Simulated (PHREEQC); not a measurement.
Solution (92 °C): 0.0015 mol HF, 0.0016 mol H2SiF6, 3.5e-05 mol H3BO3 and 0.00067 mol H2SO4 per kg of water. Closed to the air; pH follows from the charge balance.

Computed with PHREEQC (ion-association model, wateq4f.dat).

Precipitation was switched off in this run.

Task: Order these F species by the share of F that they hold, largest first: BF4-, SiF6-2, HF, F-, HF2-.

Result: HF (86 %), F- (7.9 %), SiF6-2 (5.2 %), HF2- (0.62 %), BF4- (0.34 %)

The pH is 2.70 and the ionic strength 0.00258 mol/kgw. Saturation is exceeded, for instance for Quartz (slow to form), Chalcedony (slow to form); the values hold only as long as no solid forms. Constants without temperature data keep their 25 °C values here. SiF6-2 is the database's only silicon fluoride. Real BF4- forms and hydrolyses slowly; the run takes it at equilibrium.
